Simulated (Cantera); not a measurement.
CH4 + H2 + N2 + H2O (carbon deposition, reforming and gasification)

Input: 1 mol CH4, 0.6 mol H2, 37 mol N2, 1 mol H2O, held at 67.0 Pa.

Cantera equilibrium calculation (NASA polynomials, part measured and part estimated; ideal gas, pure solids and liquids). Candidate condensed phases: C, C6H6, C7H8, C8H18, H2O; 169 gas species. Ions and electrons are included (thermal ionisation). Rates play no part.

| T (K) | x N2 | x N | x H | x CO | x O | x C |
|---|---|---|---|---|---|---|
| 3000 | 0.819 | 0.000487 | 0.158 | 0.0221 | 1.37e-5 | 5.46e-6 |
| 3500 | 0.811 | 0.00771 | 0.159 | 0.0218 | 0.000225 | 0.000175 |
| 4000 | 0.762 | 0.0599 | 0.154 | 0.0193 | 0.00207 | 0.00191 |
| 4500 | 0.572 | 0.263 | 0.137 | 0.00988 | 0.00911 | 0.00883 |
| 5000 | 0.238 | 0.625 | 0.107 | 0.00117 | 0.0137 | 0.0134 |
x: gas mole fraction; nothing condenses.

From 3000 K to 5000 K nothing is condensed. The main C-bearing gas is CO at 3000 K and C at 5000 K.
